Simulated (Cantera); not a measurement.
A freely propagating, adiabatic, planar premixed flame of 8.59 % CH4, 1.80 % H2, 18.8 % O2, 70.8 % N2, equivalence ratio 0.96, unburnt at 300 K and 0.110 bar; mixture-averaged transport, grid criteria slope 0.08 and curve 0.16, no radiation.

Cantera simulation using GRI-Mech 3.0 (53 species, 325 reactions); the numbers are that mechanism's predictions, not measurements. Burning velocities carry a grid error of a few per cent, more on coarse grids.

**Question.** Predict: laminar burning velocity; thermal thickness; peak x(HCO); peak x(C2H2).

**Answer.** 
- laminar burning velocity: 69.5 cm/s
- thermal thickness: 2.71 mm
- peak x(HCO): 7.21e-5
- peak x(C2H2): 4.86e-5
